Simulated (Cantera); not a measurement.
An isothermal, constant-pressure homogeneous reactor starts with 15.2 % NO, 84.8 % N2, at 2175 K and 100.0 Torr.

Detailed kinetics in Cantera: GRI-Mech 3.0 (53 species, 325 reactions).

x: mole fraction; the columns are a selection and need not sum to one.

```json
[
 {"t (s)": "4.00e-5", "x NO": "0.152", "x O2": "6.17e-10", "x N2O": "4.49e-7", "x O": "___", "x N2": "0.848", "x NO2": "1.46e-9"},
 {"t (s)": "0.000159", "x NO": "0.152", "x O2": "1.01e-8", "x N2O": "1.69e-6", "x O": "___", "x N2": "0.848", "x NO2": "1.87e-8"},
 {"t (s)": "0.000633", "x NO": "0.151", "x O2": "1.78e-7", "x N2O": "5.44e-6", "x O": "___", "x N2": "0.848", "x NO2": "1.67e-7"},
 {"t (s)": "0.00252", "x NO": "0.151", "x O2": "3.62e-6", "x N2O": "1.09e-5", "x O": "___", "x N2": "0.848", "x NO2": "1.04e-6"},
 {"t (s)": "0.0100", "x NO": "0.151", "x O2": "7.32e-5", "x N2O": "1.16e-5", "x O": "___", "x N2": "0.849", "x NO2": "4.41e-6"},
 {"t (s)": "0.0399", "x NO": "0.149", "x O2": "0.000952", "x N2O": "1.08e-5", "x O": "___", "x N2": "0.849", "x NO2": "9.11e-6"},
 {"t (s)": "0.159", "x NO": "0.139", "x O2": "0.00596", "x N2O": "9.08e-6", "x O": "___", "x N2": "0.855", "x NO2": "1.31e-5"},
 {"t (s)": "0.632", "x NO": "0.0920", "x O2": "0.0291", "x N2O": "3.74e-6", "x O": "___", "x N2": "0.878", "x NO2": "1.67e-5"},
 {"t (s)": "2.51", "x NO": "0.0152", "x O2": "0.0673", "x N2O": "2.31e-7", "x O": "0.00165", "x N2": "0.916", "x NO2": "4.13e-6"},
 {"t (s)": "10.0", "x NO": "0.00752", "x O2": "0.0711", "x N2O": "1.65e-7", "x O": "0.00169", "x N2": "0.920", "x NO2": "2.10e-6"}
]
```

Task: What belongs in the gaps?

Result: 
- 4.00e-5, x O: 4.65e-7
- 0.000159, x O: 1.93e-6
- 0.000633, x O: 8.88e-6
- 0.00252, x O: 4.53e-5
- 0.0100, x O: 0.000192
- 0.0399, x O: 0.000422
- 0.159, x O: 0.000619
- 0.632, x O: 0.00113
